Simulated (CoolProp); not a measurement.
Values from CoolProp's reference Helmholtz-energy equation of state, Thol 2015.

### Question
Give the vapour pressure (MPa), liquid cp (kJ/(kg K)), vapour Z of saturated octamethylcyclotetrasiloxane (D4) at 458.1, 474.1, 479.4 K.

### Answer
| T (K) | p (MPa) | liquid cp (kJ/(kg K)) | vapour Z |
|---|---|---|---|
| 458.1 | 0.127 | 2.02 | 0.909 |
| 474.1 | 0.184 | 2.06 | 0.881 |
| 479.4 | 0.207 | 2.08 | 0.870 |
